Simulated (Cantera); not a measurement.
Input (Python, Cantera) and output of one run.

```python
import numpy as np
import cantera as ct

gas_names = """
    CL CLO CL2 H HCL HNO HNO2 HNO3 HOCL HO2 H2 H2O H2O2 Mg MgCL MgCL2 MgH MgN MgO MgOH MgO2H2 Mg2 N NH
    NH2 NH3 NH2OH NO NO2 NO3 N2 N2H2 N2H4 N2O O OH O2 O3
""".split()
cond_names = """
    H2O(s) H2O(L) Mg(cr) Mg(L) MgCL2(s) MgCL2(L) MgO(s) MgO(L) MgO2H2(s) NH4CL(a) NH4CL(b)
""".split()


# ... load() reads the species with a 1 bar reference pressure and builds the phases ...
atoms = {
    'MgCl2': {'Mg': 1, 'CL': 2},
    'H2O': {'H': 2, 'O': 1},
    'N2': {'N': 2},
}
top_T = {}  # K; cautious upper limits of use, not melting points


# ... equilibrate(T, P, feed) seeds the gas with the atoms and calls Mixture.equilibrate('TP', solver="vcs", rtol=1e-11, max_steps=5000) ...
results = []
feed = {'MgCl2': 1, 'H2O': 2, 'N2': 2.1}  # mol
T = 1248.15  # K
P = 13332.2  # Pa
mix = equilibrate(T, P, feed)
results.append((T, P, feed, dict(zip(mix.species_names, mix.species_moles))))
print(gas.report(threshold=0.0001))
for i in range(1, mix.n_phases):
    print(f"{mix.phase(i).name:16s} {mix.phase_moles(i):12.5e} mol")
```

It prints:

```
       temperature   1248.2 K
          pressure   13332 Pa
           density   0.037747 kg/m^3
  mean mol. weight   29.382 kg/kmol
   phase of matter   gas

                          1 kg             1 kmol
                     ---------------   ---------------
          enthalpy       -1.8024e+06       -5.2959e+07  J
   internal energy       -2.1556e+06       -6.3337e+07  J
           entropy            8859.5        2.6031e+05  J/K
    Gibbs function        -1.286e+07       -3.7787e+08  J
 heat capacity c_p            1211.7             35602  J/K
 heat capacity c_v            928.72             27288  J/K

                      mass frac. Y      mole frac. X     chem. pot. / RT
                     ---------------   ---------------   ---------------
               HCL           0.48536           0.39116           -36.718
               H2O           0.12049           0.19652           -52.547
             MgCL2         0.0014592        0.00045034           -85.682
                N2           0.39258           0.41175           -28.368
     [  +34 minor]        0.00010581        0.00011891

Mg(L)             0.00000e+00 mol
MgCL2(L)          0.00000e+00 mol
MgO(s)            9.97703e-01 mol
```

Equilibrium computed with Cantera from the NASA thermochemical tables; the gas is ideal and each condensed phase is pure.
